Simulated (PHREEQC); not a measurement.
Consider water at 48 °C with 0.009 mol LiCl per kg of water. Closed to the air; pH follows from the charge balance.

Computed with PHREEQC (ion-association model, phreeqc.dat).

Each row changes one thing in this solution. This is a speciation only: nothing precipitates in the calculation.

| case | pH | ionic strength (mol/kgw) |
|---|---|---|
| as made | 6.65 | 0.00900 |
| diluted 100-fold with water | 6.66 | 9.02e-5 |
| 0.0049 mol/kgw NaOH added | 10.95 | 0.0139 |
| LiCl from 0.009 to 0.0135 mol/kgw | 6.65 | 0.0135 |
| LiCl from 0.009 to 0.0099 mol/kgw | 6.65 | 0.00990 |
| 0.0049 mol/kgw MgSO4 added | 6.56 | 0.0226 |
| temperature from 48 to 80 °C | 6.29 | 0.00900 |

Species that the database lacks are ignored. Constants without temperature data keep their 25 °C values here.
